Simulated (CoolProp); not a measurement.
Propyne at 293.15 K and 0.116 MPa is throttled through a valve to 0.0565 MPa with no heat exchange. Each further row changes one setting.

Computed with CoolProp (reference Helmholtz-energy equation of state, Polt 1992). This equation is an older, rougher fit.

```csv
case,temperature change (K),final density (kg/m³)
as stated,-1.5,?
outlet pressure 0.0169 MPa,-2.5,?
outlet pressure 0.0735 MPa,?,?
```

**Question.** Complete the blanks.

**Answer.** 
- as stated, final density (kg/m³): 0.943
- outlet pressure 0.0169 MPa, final density (kg/m³): 0.281
- outlet pressure 0.0735 MPa, temperature change (K): -1.1
- outlet pressure 0.0735 MPa, final density (kg/m³): 1.23
